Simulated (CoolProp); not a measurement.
c-C4F8 (RC318) at several states: fugacity coefficient from the reference equation and from simpler models built on Tc = 115.2 °C, pc = 2.778 MPa, ω = 0.355; each cubic takes its own stable root.

Values from CoolProp's reference Helmholtz-energy equation of state, Platzer 1990. This equation is an older, rougher fit; its heat capacities, sound speeds and derivatives of the liquid may be far off and weren't checked against measurements.

```tsv
T (°C)	p (MPa)	phase	reference	Redlich-Kwong	Soave-Redlich-Kwong	Peng-Robinson
208.05	6.62	supercritical	0.6946	0.6436	0.7135	0.6746
27.65	1.26	liquid	0.2563	0.3877	0.2580	0.2525
43.95	0.387	gas	0.9090	0.9166	0.9077	0.9020
205.45	0.0806	gas	0.9955	0.9947	0.9956	0.9947
```
